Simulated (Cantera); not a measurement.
Input: 1 mol SiC, 0.058 mol N₂, equilibrated at 2125 K and 8.50 bar.

Method: chemical equilibrium by Gibbs-energy minimisation in Cantera with the NASA 1993 tables (ideal gas, pure condensed phases). Candidate condensed phases: C, Si, SiC, Si₃N₄; 20 gas species. The numbers say what is thermodynamically allowed, not how fast it happens.

Base state: N₂ 1.000 (mole fractions); condensed: SiC(s).

### Question
What changes in the equilibrium state with this change: 0.00019 mol CH₄ added?

### Answer
```csv
species,before,after
N₂,1.000,0.993
H₂,0,0.00552
HCN,0,0.00173
HNC,0,0.000122
H,0,9.26e-5
"SiC(s), mol",1.00,1.00
```
Further candidate phases: C₆H₆, C₇H₈, C₈H₁₈.

### Question
What changes in the equilibrium state with this change: SiC replaced by SiO₂?

### Answer
```
species       before    after
------------  ------  -------
N₂             1.000    1.000
SiO                0  1.89e-5
NO                 0  1.76e-5
SiC(s), mol     1.00        0
SiO₂(l), mol       0    1.000
```
The tables hold silica as quartz up to 1696 K and as liquid above; real silica turns to tridymite and cristobalite and melts near 1996 K. Further candidate phases: SiO₂, Si₂N₂O.
